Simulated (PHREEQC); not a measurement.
A solution holds 13 mmol/kgw HCl, 10 mmol/kgw CuSO4 and 0.3 mmol/kgw Na2SO4, at 25 °C. Closed to the air; pH follows from the charge balance.

Model: ion-association model, phreeqc.dat, run in PHREEQC.

| quantity | before | after |
|---|---|---|
| pH | 2.05 | 2.94 |
| ionic strength (mol/kgw) | 0.0396 | 0.00487 |
| Cu+2 (mol/kgw) | 0.00773 | 0.000908 |
| SO4-2 (mol/kgw) | 0.00541 | 0.000864 |
| HSO4- (mol/kgw) | 0.00275 | 7.70e-5 |
| CuSO4 (mol/kgw) | 0.00213 | 8.93e-5 |

Task: Which change was made?
(A) Na2SO4 from 0.0003 to 0.003 mol/kgw
(B) Na2SO4 left out
(C) diluted 10-fold with water
(D) CuSO4 from 0.01 to 0.02 mol/kgw
(E) 0.00034 mol/kgw NaCl added

Result: C, diluted 10-fold with water

This is a speciation only: nothing precipitates in the calculation.
